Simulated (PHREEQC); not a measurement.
Model water analysis in mmol/kgw, 44 °C, pH 3.79, pe 11: Na 5.29; K 0.236; Ca 1.14; Mg 0.39; Cl 0.6; S(6) 8.52; Pb 0.0135; Si 0.00731; B 0.264; Cu(2) 0.00475.

Valence states are taken as typed.

Model: ion-association model, wateq4f.dat, run in PHREEQC.

| Quantity | Result |
|---|---|
| ionic strength | 0.0204 mol/kgw |
| total alkalinity | -0.307 meq/kg |
| charge-balance error | -37.0 % |

| species | molality | activity | log γ |
|---|---|---|---|
| SO4-2 | 0.00764 | 0.00435 | -0.245 |
| Na+ | 0.00516 | 0.00448 | -0.062 |
| Ca+2 | 0.000718 | 0.000413 | -0.240 |
| Cl- | 0.000600 | 0.000517 | -0.064 |
| CaSO4 | 0.000421 | 0.000423 | 0.002 |
| H3BO3 | 0.000264 | 0.000265 | 0.002 |
| K+ | 0.000227 | 0.000195 | -0.064 |
| Mg+2 | 0.000201 | 0.000117 | -0.235 |
| MgSO4 | 0.000189 | 0.000189 | 0.002 |
| H+ | 0.000183 | 0.000162 | -0.053 |
| NaSO4- | 0.000126 | 0.000109 | -0.060 |

Precipitation was switched off in this run. At this temperature some constants are extrapolated from 25 °C, and those without enthalpy data are left unchanged.
